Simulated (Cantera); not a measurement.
# Transport properties of process gases

Gas mixture: CO : CH4 : C2H4 = 0.075 : 0.35 : 0.8 (molar parts), at 10.00 Torr, frozen composition.

Cantera's kinetic-theory transport with the Lennard-Jones parameters of GRI-Mech 3.0, ideal gas; thermal conductivity in the mixture-averaged form.

```json
[
 {"T (K)": "400", "ρ (kg/m³)": "0.00987", "cp (J/kg/K)": "1940", "μ (µPa s)": "14.1", "λ (mW/m/K)": "37.7", "Pr": "0.724", "D (cm²/s) H": "125", "D (cm²/s) OH": "34.2", "D (cm²/s) O": "34.8"},
 {"T (K)": "500", "ρ (kg/m³)": "0.00789", "cp (J/kg/K)": "2266", "μ (µPa s)": "17.1", "λ (mW/m/K)": "52.9", "Pr": "0.732", "D (cm²/s) H": "188", "D (cm²/s) OH": "50.6", "D (cm²/s) O": "51.5"},
 {"T (K)": "600", "ρ (kg/m³)": "0.00658", "cp (J/kg/K)": "2569", "μ (µPa s)": "19.8", "λ (mW/m/K)": "68.9", "Pr": "0.739", "D (cm²/s) H": "259", "D (cm²/s) OH": "69.3", "D (cm²/s) O": "70.6"},
 {"T (K)": "700", "ρ (kg/m³)": "0.00564", "cp (J/kg/K)": "2831", "μ (µPa s)": "22.3", "λ (mW/m/K)": "85.3", "Pr": "0.742", "D (cm²/s) H": "339", "D (cm²/s) OH": "90.2", "D (cm²/s) O": "91.9"},
 {"T (K)": "800", "ρ (kg/m³)": "0.00493", "cp (J/kg/K)": "3048", "μ (µPa s)": "24.7", "λ (mW/m/K)": "102", "Pr": "0.742", "D (cm²/s) H": "427", "D (cm²/s) OH": "113", "D (cm²/s) O": "115"},
 {"T (K)": "900", "ρ (kg/m³)": "0.00439", "cp (J/kg/K)": "3237", "μ (µPa s)": "27.0", "λ (mW/m/K)": "118", "Pr": "0.741", "D (cm²/s) H": "522", "D (cm²/s) OH": "138", "D (cm²/s) O": "141"}
]
```
D: mixture-averaged diffusion coefficient of that species in the mixture.
